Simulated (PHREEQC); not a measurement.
Hard or scaling water

A solution holds 0.00022 mol/kgw CaSO4 and 0.00062 mol/kgw NaF, at 25 °C. Closed to the air; pH follows from the charge balance.

Model: ion-association model, phreeqc.dat, run in PHREEQC.

| Item | Value |
|---|---|
| pH | 7.13 |
| ionic strength | 0.00148 mol/kgw |
| specific conductance | 119 µS/cm |

| species | molality | activity | log γ |
|---|---|---|---|
| F- | 0.000620 | 0.000593 | -0.019 |
| Na+ | 0.000619 | 0.000593 | -0.019 |
| Ca+2 | 0.000214 | 0.000181 | -0.073 |
| SO4-2 | 0.000214 | 0.000180 | -0.074 |
| CaSO4 | 5.80e-6 | 5.80e-6 | 0.000 |
| NaSO4- | 5.59e-7 | 5.36e-7 | -0.018 |
| NaF | 2.03e-7 | 2.03e-7 | 0.000 |
| OH- | 1.43e-7 | 1.37e-7 | -0.019 |

This is a speciation only: nothing precipitates in the calculation. Saturation is exceeded, for instance for Fluorite; the values hold only as long as no solid forms. Species that the database lacks are ignored.
